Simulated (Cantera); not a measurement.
A perfectly stirred reactor is fed with CO : O2 : H2O : N2 = 0.019 : 0.0089 : 0.012 : 1 (molar parts), equivalence ratio 1.1, at 7500 Torr; it is held at 1123 K, and followed from long to short residence time.

Computed with Cantera and GRI-Mech 3.0 (53 species, 325 reactions).

### Question
What does this change do: temperature 1123 to 1423 K?

### Answer
```tsv
quantity	before	after
x(CO) at τ = 13.0 s	0.00123	0.000919
x(O2) at τ = 13.0 s	0.000113	6.03e-6
x(H2O) at τ = 13.0 s	0.0115	0.0114
x(H2O2) at τ = 13.0 s	3.64e-9	1.95e-10
x(H) at τ = 13.0 s	1.17e-7	2.22e-6
x(CO) at τ = 0.330 s	0.00621	0.00102
x(O2) at τ = 0.330 s	0.00256	5.27e-5
x(H2O) at τ = 0.330 s	0.0115	0.0114
x(H2O2) at τ = 0.330 s	2.79e-7	4.70e-9
x(H) at τ = 0.330 s	1.43e-7	1.12e-5
```

### Question
What does this change do: N2 1 to 0.16 parts?

### Answer
```csv
quantity,before,after
x(CO) at τ = 13.0 s,0.00123,0.00552
x(O2) at τ = 13.0 s,0.000113,0.000212
x(H2O) at τ = 13.0 s,0.0115,0.0616
x(H2O2) at τ = 13.0 s,3.64e-9,1.80e-8
x(H) at τ = 13.0 s,1.17e-7,2.06e-7
x(CO) at τ = 0.330 s,0.00621,0.0187
x(O2) at τ = 0.330 s,0.00256,0.00634
x(H2O) at τ = 0.330 s,0.0115,0.0621
x(H2O2) at τ = 0.330 s,2.79e-7,1.80e-6
x(H) at τ = 0.330 s,1.43e-7,2.42e-7
```
The temperature is held fixed by assumption; the heat of reaction is taken as removed at once.
